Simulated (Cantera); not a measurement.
An isothermal, constant-pressure homogeneous reactor starts with CH2O : O2 : N2 = 0.003 : 0.0032 : 1 (molar parts), at 1200 K and 5.10 bar.

Cantera simulation using GRI-Mech 3.0 (53 species, 325 reactions); the numbers are that mechanism's predictions, not measurements.

x: mole fraction; the columns are a selection and need not sum to one.

```json
[
 {"t (s)": "2.00e-6", "x CH2O": "0.00298", "x O2": "0.00318", "x CH4": "<1e-12", "x O": "3.28e-11", "x CH3": "<1e-12"},
 {"t (s)": "1.42e-5", "x CH2O": "0.00298", "x O2": "0.00318", "x CH4": "<1e-12", "x O": "1.11e-10", "x CH3": "<1e-12"},
 {"t (s)": "0.000100", "x CH2O": "0.00298", "x O2": "0.00318", "x CH4": "<1e-12", "x O": "5.04e-10", "x CH3": "<1e-12"},
 {"t (s)": "0.000711", "x CH2O": "0.00139", "x O2": "___", "x CH4": "5.15e-9", "x O": "1.78e-7", "x CH3": "1.24e-9"},
 {"t (s)": "0.00504", "x CH2O": "1.12e-11", "x O2": "___", "x CH4": "1.81e-11", "x O": "6.63e-6", "x CH3": "<1e-12"},
 {"t (s)": "0.0357", "x CH2O": "<1e-12", "x O2": "___", "x CH4": "<1e-12", "x O": "1.31e-6", "x CH3": "<1e-12"},
 {"t (s)": "0.253", "x CH2O": "<1e-12", "x O2": "0.000204", "x CH4": "<1e-12", "x O": "4.01e-8", "x CH3": "<1e-12"},
 {"t (s)": "1.79", "x CH2O": "<1e-12", "x O2": "0.000199", "x CH4": "<1e-12", "x O": "2.21e-9", "x CH3": "<1e-12"},
 {"t (s)": "12.7", "x CH2O": "<1e-12", "x O2": "0.000199", "x CH4": "<1e-12", "x O": "1.95e-10", "x CH3": "<1e-12"},
 {"t (s)": "90.0", "x CH2O": "<1e-12", "x O2": "0.000199", "x CH4": "<1e-12", "x O": "1.57e-10", "x CH3": "<1e-12"}
]
```

Q: Complete the blanks.

A: 
- 0.000711, x O2: 0.00289
- 0.00504, x O2: 0.00101
- 0.0357, x O2: 0.000382
